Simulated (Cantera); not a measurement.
An isothermal, constant-pressure homogeneous reactor starts with NO : N2 = 1 : 1.1 (molar parts), at 1925 K and 1.18 atm.

Detailed kinetics in Cantera: GRI-Mech 3.0 (53 species, 325 reactions).

x: mole fraction; the columns are a selection and need not sum to one.

```csv
t (s),x NO,x N2O,x N2,x NO2,x O2,x O
2.00e-6,0.476,3.58e-7,0.524,2.28e-8,2.06e-10,3.37e-7
8.29e-6,0.476,1.48e-6,0.524,3.37e-7,3.13e-9,1.16e-6
3.44e-5,0.476,6.00e-6,0.524,3.54e-6,3.95e-8,2.80e-6
0.000143,0.476,[?],0.524,[?],[?],[?]
0.000591,0.476,6.69e-5,0.524,0.000101,1.62e-5,1.85e-5
0.00245,0.475,0.000103,0.524,0.000186,0.000311,3.08e-5
0.0102,0.472,0.000102,0.526,0.000204,0.00180,3.37e-5
0.0421,0.460,9.66e-5,0.532,0.000257,0.00791,4.27e-5
0.175,0.413,7.66e-5,0.556,0.000370,0.0314,6.68e-5
0.724,0.274,3.31e-5,0.625,0.000413,0.100,0.000110
3.00,[?],[?],[?],[?],[?],[?]
```

Complete the blanks.


- 0.000143, x N2O: 2.27e-5
- 0.000143, x NO2: 2.19e-5
- 0.000143, x O2: 5.37e-7
- 0.000143, x O: 6.08e-6
- 3.00, x NO: 0.0832
- 3.00, x N2O: 3.28e-6
- 3.00, x N2: 0.720
- 3.00, x NO2: 0.000173
- 3.00, x O2: 0.196
- 3.00, x O: 0.000150
